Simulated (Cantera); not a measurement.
Cantera with NASA thermochemical tables; ideal gases at 1 bar, condensed phases pure. Values are per mole of reaction as written; species without (g) are pure solids or liquids, kept so even where they would boil at 1 bar.

Problem. Between 900 and 1350 K, where is each reaction favourable under standard conditions?
- NbO₂(g) + 2 N(g) → Nb + 2 NO(g)

Solution. 
- NbO₂(g) + 2 N(g) → Nb + 2 NO(g): ΔG° is -452 kJ at 900 K and -395 kJ at 1350 K; it stays negative (K > 1). ΔH° is -565 kJ and ΔS° -126 J/K at 1350 K.
